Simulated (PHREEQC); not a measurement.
0.079 g of hydrous ferric oxide (600 m²/g; 0.2 weak and 0.005 strong sites per Fe, Dzombak-Morel constants, diffuse double layer) in 1 kg of water with 0.005 mol/kgw of an inert sodium salt and 0.004 mmol/kgw MgCl2, at 25 °C; the pH is set by adding NaOH or the inert anion's acid. O2 is buffered at 0.21 atm. CO2 from the air is kept out. Nothing may precipitate in this run.

Base run: PHREEQC, ion-association model, wateq4f.dat. Each further column changes one thing. The table gives surface charge σ (C/m²).

```tsv
pH	base	background salt from 0.005 to 0.0005 mol/kgw	oxide from 0.079 to 0.4 g/kgw	0.00011 mol/kgw CuCl2 added
3	0.303	0.240	0.305	0.305
4.33	0.148	0.073	0.149	0.151
5	0.090	0.039	0.091	0.098
5.67	0.051	0.020	0.051	0.074
7	0.013	0.004	0.013	0.049
8.33	-0.002	-0.001	-0.002	0.012
9	-0.009	-0.003	-0.009	0.004
9.67	-0.020	-0.007	-0.021	-0.003
11	-0.078	-0.047	-0.081	-0.026
```

The oxide is taken as insoluble; below pH 4 it would dissolve. In at least one series the solution becomes supersaturated in solids that the run did not let form, among them Cu(OH)2. The database's constant for dissolved Cu(OH)2 is higher than later reviews accept.
